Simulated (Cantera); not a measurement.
Input (Python, Cantera) and output of one run.

```python
import numpy as np
import cantera as ct

gas_names = """
    CL CL2 H HCL H2 Si SiCL SiCL2 SiCL3 SiCL4 SiH SiHCL3 SiH2 SiH2CL2 SiH3 SiH3CL SiH4 Si2 Si3
""".split()
cond_names = """
    Si(cr) Si(L)
""".split()


# ... load() reads the species with a 1 bar reference pressure and builds the phases ...
atoms = {
    'Si': {'Si': 1},
    'Cl2': {'CL': 2},
    'H2': {'H': 2},
}
top_T = {}  # K; cautious upper limits of use, not melting points


# ... equilibrate(T, P, feed) seeds the gas with the atoms and calls Mixture.equilibrate('TP', solver="vcs", rtol=1e-11, max_steps=5000) ...
results = []
feed = {'Si': 1, 'Cl2': 0.57, 'H2': 3.8}  # mol
P = 10000  # Pa
for T in [1173, 1223, 1273, 1323, 1373, 1423, 1473, 1523, 1573]:
    mix = equilibrate(T, P, feed)
    results.append((T, P, feed, dict(zip(mix.species_names, mix.species_moles))))
    x = sorted(zip(gas.X, gas.species_names), reverse=True)
    print(f"T = {T:g} K  P = {P:g} Pa  gas = {mix.phase_moles(0):.4g} mol")
    print("   x: " + "  ".join(f"{s} {v:.3e}" for v, s in x if v > 1e-05))
    print("   condensed (mol): " + ("  ".join(f"{mix.phase(i).name} {mix.phase_moles(i):.4g}"
          for i in range(1, mix.n_phases) if mix.phase_moles(i) > 1e-12) or "none"))
```

Output:

```
T = 1173 K  P = 10000 Pa  gas = 4.147 mol
   x: H2 8.814e-01  HCL 5.460e-02  SiCL4 3.656e-02  SiHCL3 1.376e-02  SiCL2 7.694e-03  SiCL3 5.342e-03  SiH2CL2 6.625e-04
   condensed (mol): Si(cr) 0.7345
T = 1223 K  P = 10000 Pa  gas = 4.179 mol
   x: H2 8.683e-01  HCL 6.909e-02  SiCL4 2.992e-02  SiCL2 1.338e-02  SiHCL3 1.160e-02  SiCL3 7.085e-03  SiH2CL2 6.001e-04
   condensed (mol): Si(cr) 0.7384
T = 1273 K  P = 10000 Pa  gas = 4.216 mol
   x: H2 8.544e-01  HCL 8.362e-02  SiCL4 2.255e-02  SiCL2 2.116e-02  SiHCL3 9.208e-03  SiCL3 8.532e-03  SiH2CL2 5.205e-04
   condensed (mol): Si(cr) 0.7387
T = 1323 K  P = 10000 Pa  gas = 4.254 mol
   x: H2 8.411e-01  HCL 9.669e-02  SiCL2 3.039e-02  SiCL4 1.538e-02  SiCL3 9.245e-03  SiHCL3 6.787e-03  SiH2CL2 4.291e-04
   condensed (mol): Si(cr) 0.7352
T = 1373 K  P = 10000 Pa  gas = 4.289 mol
   x: H2 8.298e-01  HCL 1.070e-01  SiCL2 3.971e-02  SiCL4 9.443e-03  SiCL3 9.004e-03  SiHCL3 4.631e-03  SiH2CL2 3.360e-04
   condensed (mol): Si(cr) 0.7292
T = 1423 K  P = 10000 Pa  gas = 4.316 mol
   x: H2 8.216e-01  HCL 1.141e-01  SiCL2 4.775e-02  SiCL3 7.991e-03  SiCL4 5.292e-03  SiHCL3 2.958e-03  SiH2CL2 2.521e-04  H 1.904e-05
   condensed (mol): Si(cr) 0.7227
T = 1473 K  P = 10000 Pa  gas = 4.335 mol
   x: H2 8.163e-01  HCL 1.183e-01  SiCL2 5.389e-02  SiCL3 6.635e-03  SiCL4 2.794e-03  SiHCL3 1.812e-03  SiH2CL2 1.841e-04  H 3.615e-05
   condensed (mol): Si(cr) 0.7168
T = 1523 K  P = 10000 Pa  gas = 4.347 mol
   x: H2 8.132e-01  HCL 1.204e-01  SiCL2 5.829e-02  SiCL3 5.301e-03  SiCL4 1.440e-03  SiHCL3 1.091e-03  SiH2CL2 1.331e-04  H 6.591e-05
   condensed (mol): Si(cr) 0.7119
T = 1573 K  P = 10000 Pa  gas = 4.355 mol
   x: H2 8.115e-01  HCL 1.213e-01  SiCL2 6.141e-02  SiCL3 4.165e-03  SiCL4 7.431e-04  SiHCL3 6.589e-04  H 1.158e-04  SiH2CL2 9.636e-05  CL 1.376e-05
   condensed (mol): Si(cr) 0.7079
```

Method: chemical equilibrium by Gibbs-energy minimisation in Cantera with the NASA 1993 tables (ideal gas, pure condensed phases). The tables' values for SiCl3 are old estimates; treat these amounts as uncertain.
